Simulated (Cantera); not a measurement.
What does this Cantera script print?

```python
import numpy as np
import cantera as ct

gas_names = """
    C CH CH2 CH3 CH2OH CH3O CH4 CH3OH CN CO CO2 COOH C2 C2H CHCO,ketyl C2H2,acetylene C2H2,vinylidene
    CH2CO,ketene C2H3,vinyl CH3CN CH3CO,acetyl C2H4 C2H4O,ethylen CH3CHO,ethanal CH3COOH (HCOOH)2 C2H5
    C2H6 CH3OCH3 C2H5OH CCN CNC C2N2 C2O C3 C3H3,propargyl C3H4,allene C3H4,propyne C3H4,cyclo-
    C3H5,allyl C3H6,propylene C3H6,cyclo- C3H6O C3H7,n-propyl C3H7,i-propyl C3H8 C3H8O,1propanol
    C3H8O,2propanol C3O2 C4 C4H2 C4H4,1,3-cyclo- C4H6,butadiene C4H6,2-butyne C4H6,cyclo- C4H8,1-butene
    C4H8,cis2-buten C4H8,tr2-butene C4H8,isobutene C4H8,cyclo- (CH3COOH)2 C4H9,n-butyl C4H9,i-butyl
    C4H9,s-butyl C4H9,t-butyl C4H10,isobutane C4H10,n-butane C4N2 C5 C5H6,1,3cyclo- C5H8,cyclo-
    C5H10,1-pentene C5H10,cyclo- C5H11,pentyl C5H11,t-pentyl C5H12,n-pentane C5H12,i-pentane
    CH3C(CH3)2CH3 C6H2 C6H5,phenyl C6H5O,phenoxy C6H6 C6H5OH,phenol C6H10,cyclo- C6H12,1-hexene
    C6H12,cyclo- C6H13,n-hexyl C7H7,benzyl C7H8 C7H8O,cresol C7H14,1-heptene C7H15,n-heptyl
    C7H16,n-heptane C8H8,styrene C8H10,ethylbenz C8H16,1-octene C8H17,n-octyl C8H18,isooctane
    C8H18,n-octane C9H19,n-nonyl C10H8,naphthale C10H21,n-decyl C12H9,o-bipheny C12H10,bipheny Fe FeC5O5
    FeO Fe(OH)2 H HCN HCO HCCN HNC HNCO HNO HNO2 HNO3 HO2 H2 HCHO,formaldehy HCOOH H2O H2O2 N NCO NH NH2
    NH3 NH2OH NO NO2 NO3 N2 N2H2 N2H4 N2O O OH O2 O3
""".split()
cond_names = """
    C(gr) C6H6(L) C7H8(L) C8H18(L),n-octa Fe(a) Fe(c) Fe(d) Fe(L) FeC5O5(L) FeO(s) FeO(L) Fe(OH)2(s)
    Fe(OH)3(s) Fe2O3(s) Fe3O4(s) H2O(s) H2O(L)
""".split()


def load(file, names, dense=False):
    # The tables refer to 1 bar. Condensed volumes are neglected.
    table = {s.name: s for s in ct.Species.list_from_file(file)}
    out = []
    for n in names:
        d = dict(table[n].input_data)
        d["thermo"] = dict(d["thermo"], **{"reference-pressure": 1e5})
        if dense:
            d["equation-of-state"] = {"model": "constant-volume", "density": "1e6 g/cm^3"}
        out.append(ct.Species.from_dict(d))
    return out


gas = ct.Solution(thermo="ideal-gas", species=load("nasa_gas.yaml", gas_names))
cond = {s.name: ct.Solution(thermo="fixed-stoichiometry", species=[s], name=s.name)
        for s in load("nasa_condensed.yaml", cond_names, dense=True)}
atoms = {
    'Fe2O3': {'Fe': 2, 'O': 3},
    'CH4': {'C': 1, 'H': 4},
    'N2': {'N': 2},
}
top_T = {'C(gr)': 4500, 'Fe2O3(s)': 1830, 'Fe3O4(s)': 1870}  # K; cautious upper limits of use, not melting points


def equilibrate(T, P, feed):
    n = {}
    for name, mol in feed.items():
        for a, k in atoms[name].items():
            n[a] = n.get(a, 0.0) + k * mol
    gas.TPX = T, P, n
    mass = sum(n.values()) * gas.mean_molecular_weight
    gas.equilibrate("TP")
    valid = [c for c in cond.values() if c.min_temp <= T <= top_T.get(c.name, c.max_temp)]
    mix = ct.Mixture([(gas, mass / gas.mean_molecular_weight)] + [(c, 0.0) for c in valid])
    mix.T, mix.P = T, P
    mix.equilibrate("TP", solver="vcs", rtol=1e-11, max_steps=5000)
    return mix


results = []
feed = {'Fe2O3': 1, 'CH4': 4.2, 'N2': 0.63}  # mol
P = 58000  # Pa
for T in [1323, 1473, 1623, 1773, 1923, 2073, 2223, 2373, 2523, 2673]:
    mix = equilibrate(T, P, feed)
    results.append((T, P, feed, dict(zip(mix.species_names, mix.species_moles))))
    x = sorted(zip(gas.X, gas.species_names), reverse=True)
    print(f"T = {T:g} K  P = {P:g} Pa  gas = {mix.phase_moles(0):.4g} mol")
    print("   x: " + "  ".join(f"{s} {v:.3e}" for v, s in x if v > 1e-05))
    print("   condensed (mol): " + ("  ".join(f"{mix.phase(i).name} {mix.phase_moles(i):.4g}"
          for i in range(1, mix.n_phases) if mix.phase_moles(i) > 1e-12) or "none"))
```

Result:

```
T = 1323 K  P = 58000 Pa  gas = 12 mol
   x: H2 6.956e-01  CO 2.491e-01  N2 5.249e-02  CH4 1.908e-03  H2O 7.366e-04  CO2 1.421e-04  HCN 4.894e-05
   condensed (mol): C(gr) 1.187  Fe(c) 2
T = 1473 K  P = 58000 Pa  gas = 12.02 mol
   x: H2 6.970e-01  CO 2.494e-01  N2 5.234e-02  CH4 8.274e-04  H2O 2.112e-04  HCN 1.663e-04  CO2 3.053e-05  H 1.387e-05
   condensed (mol): C(gr) 1.191  Fe(c) 2
T = 1623 K  P = 58000 Pa  gas = 12.02 mol
   x: H2 6.974e-01  CO 2.494e-01  N2 5.216e-02  HCN 4.492e-04  CH4 4.182e-04  H2O 7.640e-05  H 7.579e-05  C2H2,acetylene 2.430e-05  HNC 1.096e-05
   condensed (mol): C(gr) 1.19  Fe(c) 2
T = 1773 K  P = 58000 Pa  gas = 12.03 mol
   x: H2 6.970e-01  CO 2.494e-01  N2 5.184e-02  HCN 1.021e-03  H 3.119e-04  CH4 2.375e-04  C2H2,acetylene 9.758e-05  HNC 3.644e-05  Fe 3.409e-05  H2O 3.293e-05
   condensed (mol): C(gr) 1.182  Fe(d) 2
T = 1923 K  P = 58000 Pa  gas = 12.04 mol
   x: H2 6.956e-01  CO 2.492e-01  N2 5.127e-02  HCN 2.031e-03  H 1.032e-03  C2H2,acetylene 3.140e-04  Fe 2.553e-04  CH4 1.475e-04  HNC 9.982e-05  H2O 1.622e-05
   condensed (mol): C(gr) 1.165  Fe(L) 1.997
T = 2073 K  P = 58000 Pa  gas = 12.06 mol
   x: H2 6.919e-01  CO 2.487e-01  N2 5.029e-02  HCN 3.629e-03  H 2.873e-03  Fe 1.384e-03  C2H2,acetylene 8.480e-04  HNC 2.343e-04  CH4 9.780e-05
   condensed (mol): C(gr) 1.132  Fe(L) 1.983
T = 2223 K  P = 58000 Pa  gas = 12.14 mol
   x: H2 6.829e-01  CO 2.471e-01  N2 4.868e-02  H 6.951e-03  HCN 5.915e-03  Fe 5.894e-03  C2H2,acetylene 1.982e-03  HNC 4.835e-04  CH4 6.771e-05  CH3 1.314e-05
   condensed (mol): C(gr) 1.073  Fe(L) 1.928
T = 2373 K  P = 58000 Pa  gas = 12.38 mol
   x: H2 6.621e-01  CO 2.424e-01  N2 4.603e-02  Fe 2.066e-02  H 1.492e-02  HCN 8.844e-03  C2H2,acetylene 4.073e-03  HNC 8.876e-04  CH4 4.743e-05  CH3 1.978e-05  C4H2 1.030e-05
   condensed (mol): C(gr) 0.977  Fe(L) 1.744
T = 2523 K  P = 58000 Pa  gas = 13.02 mol
   x: H2 6.166e-01  CO 2.304e-01  Fe 6.177e-02  N2 4.164e-02  H 2.866e-02  HCN 1.201e-02  C2H2,acetylene 7.342e-03  HNC 1.444e-03  C4H2 3.614e-05  CN 3.337e-05  CH4 3.188e-05  CH3 2.651e-05  C2H 2.572e-05
   condensed (mol): C(gr) 0.8294  Fe(L) 1.196
T = 2673 K  P = 58000 Pa  gas = 14.39 mol
   x: H2 5.390e-01  CO 2.085e-01  Fe 1.390e-01  H 4.941e-02  N2 3.538e-02  HCN 1.465e-02  C2H2,acetylene 1.152e-02  HNC 2.066e-03  C2H 1.067e-04  C4H2 1.022e-04  CN 9.750e-05  CH3 3.086e-05  CH4 1.951e-05  C2H2,vinylidene 1.550e-05  C3 1.056e-05
   condensed (mol): C(gr) 0.6154
```

Method: chemical equilibrium by Gibbs-energy minimisation in Cantera with the NASA 1993 tables (ideal gas, pure condensed phases). Iron dissolves carbon and melts from about 1420 K in contact with it, which pure phases cannot show. Condensed phases not in the tables: cementite and carbon dissolved in iron.
